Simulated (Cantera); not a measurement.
Input (Python, Cantera) and output of one run.

```python
import numpy as np
import cantera as ct

gas_names = """
    C CN CO CO2 C2 CCN CNC C2N2 C2O C3 C3O2 C4 C4N2 C5 Cu CuO Cu2 N NCO NO NO2 NO3 N2 N2O O O2 O3
""".split()
cond_names = """
    C(gr) Cu(cr) Cu(L) CuO(s) Cu2O(s) Cu2O(L)
""".split()


def load(file, names, dense=False):
    # The tables refer to 1 bar. Condensed volumes are neglected.
    table = {s.name: s for s in ct.Species.list_from_file(file)}
    out = []
    for n in names:
        d = dict(table[n].input_data)
        d["thermo"] = dict(d["thermo"], **{"reference-pressure": 1e5})
        if dense:
            d["equation-of-state"] = {"model": "constant-volume", "density": "1e6 g/cm^3"}
        out.append(ct.Species.from_dict(d))
    return out


gas = ct.Solution(thermo="ideal-gas", species=load("nasa_gas.yaml", gas_names))
cond = {s.name: ct.Solution(thermo="fixed-stoichiometry", species=[s], name=s.name)
        for s in load("nasa_condensed.yaml", cond_names, dense=True)}
atoms = {
    'Cu': {'Cu': 1},
    'CO2': {'C': 1, 'O': 2},
    'N2': {'N': 2},
}
top_T = {'C(gr)': 4500, 'CuO(s)': 1390}  # K; cautious upper limits of use, not melting points


def equilibrate(T, P, feed):
    n = {}
    for name, mol in feed.items():
        for a, k in atoms[name].items():
            n[a] = n.get(a, 0.0) + k * mol
    gas.TPX = T, P, n
    mass = sum(n.values()) * gas.mean_molecular_weight
    gas.equilibrate("TP")
    valid = [c for c in cond.values() if c.min_temp <= T <= top_T.get(c.name, c.max_temp)]
    mix = ct.Mixture([(gas, mass / gas.mean_molecular_weight)] + [(c, 0.0) for c in valid])
    mix.T, mix.P = T, P
    mix.equilibrate("TP", solver="vcs", rtol=1e-11, max_steps=5000)
    return mix


results = []
feed = {'Cu': 1, 'CO2': 8.4, 'N2': 41}  # mol
T = 1598  # K
P = 150000  # Pa
mix = equilibrate(T, P, feed)
results.append((T, P, feed, dict(zip(mix.species_names, mix.species_moles))))
x = sorted(zip(gas.X, gas.species_names), reverse=True)
print(f"T = {T:g} K  P = {P:g} Pa  gas = {mix.phase_moles(0):.4g} mol")
print("   x: " + "  ".join(f"{s} {v:.3e}" for v, s in x if v > 0.0001))
print("   condensed (mol): " + ("  ".join(f"{mix.phase(i).name} {mix.phase_moles(i):.4g}"
      for i in range(1, mix.n_phases) if mix.phase_moles(i) > 1e-12) or "none"))
```

Output:

```
T = 1598 K  P = 150000 Pa  gas = 49.41 mol
   x: N2 8.298e-01  CO2 1.698e-01  CO 2.596e-04  O2 1.074e-04
   condensed (mol): Cu(L) 0.9987
```

Equilibrium computed with Cantera from the NASA thermochemical tables; the gas is ideal and each condensed phase is pure.
